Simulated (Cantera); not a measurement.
Input (Python, Cantera) and output of one run.

```python
import numpy as np
import cantera as ct

gas_names = """
    H HNO HNO2 HNO3 HO2 H2 H2O H2O2 N NH NH2 NH3 NH2OH NO NO2 NO3 N2 N2H2 N2H4 N2O O OH O2 O3 Si SiH
    SiH2 SiH3 SiH4 SiN SiO SiO2 Si2 Si2N Si3
""".split()
cond_names = """
    H2O(s) H2O(L) Si(cr) Si(L) SiO2(Lqz) SiO2(hqz) SiO2(L) Si2N2O(s) Si3N4(a)
""".split()


# ... load() reads the species with a 1 bar reference pressure and builds the phases ...
atoms = {
    'Si3N4': {'Si': 3, 'N': 4},
    'O2': {'O': 2},
    'H2': {'H': 2},
}
top_T = {'Si2N2O(s)': 2100, 'Si3N4(a)': 2400}  # K; cautious upper limits of use, not melting points


# ... equilibrate(T, P, feed) seeds the gas with the atoms and calls Mixture.equilibrate('TP', solver="vcs", rtol=1e-11, max_steps=5000) ...
results = []
feed = {'Si3N4': 1, 'O2': 0.0033, 'H2': 5.6}  # mol
P = 13332.2  # Pa
for T in [1075, 1225, 1375, 1525, 1675, 1825, 1975, 2125]:
    mix = equilibrate(T, P, feed)
    results.append((T, P, feed, dict(zip(mix.species_names, mix.species_moles))))

top = {s: max(r[3][s] / sum(r[3][g] for g in gas_names) for r in results) for s in gas_names}
cols = sorted((s for s in top if top[s] > 1e-05), key=lambda s: -top[s])[:9]
seen = [c for c in cond_names if any(r[3].get(c, 0) > 1e-12 for r in results)]
print("log10 of partial pressures in bar; condensed amounts in mol")
print(f"{'T/K':>10s}" + "".join(f"{s[:9]:>10s}" for s in cols + seen))
for T, P, feed, n in results:
    ng = sum(n[g] for g in gas_names)
    print(f"{T:10.4g}" + "".join(f"{np.log10(max(n[s] / ng * P / 1e5, 1e-99)):10.3f}" for s in cols)
          + "".join(f"{n.get(c, 0):10.4g}" for c in seen))
```

Result:

```
log10 of partial pressures in bar; condensed amounts in mol
       T/K        H2        N2         H        Si       SiO       SiH      SiH2      Si2N       SiN    Si(cr)     Si(L) Si2N2O(s)  Si3N4(a)
      1075    -0.875    -4.282    -8.271   -17.551   -14.088   -16.425   -13.454   -22.064   -18.486         0         0    0.0066    0.9956
      1225    -0.875    -4.281    -6.944   -13.417   -10.613   -12.747   -10.542   -16.786   -14.826         0         0    0.0066    0.9956
      1375    -0.875    -4.281    -5.903   -10.194    -7.909    -9.881    -8.270   -12.676   -11.973         0         0  0.006599    0.9956
      1525    -0.875    -4.114    -5.064    -7.724    -5.803    -7.699    -6.562    -9.528    -9.718  0.001501         0  0.006534    0.9951
      1675    -0.879    -2.988    -4.375    -6.363    -4.413    -6.577    -5.828    -7.782    -8.038   0.06103         0  0.004964    0.9758
      1825    -0.921    -1.881    -3.817    -5.342    -3.850    -5.777    -5.370    -6.473    -6.668         0    0.9149         0    0.6927
      1975    -1.010    -1.456    -3.369    -4.490    -3.938    -5.138    -5.046    -5.648    -5.777         0      2.99         0         0
      2125    -1.013    -1.458    -2.947    -3.760    -3.939    -4.556    -4.697    -5.126    -5.196         0     2.979         0         0
```

Cantera equilibrium calculation (NASA polynomials, part measured and part estimated; ideal gas, pure solids and liquids). Mutual solubility and eutectic melting of coexisting phases are not modelled. The tables' values for SiN are old estimates; treat these amounts as uncertain. Gases not in the tables: Si2H6 and higher silanes.
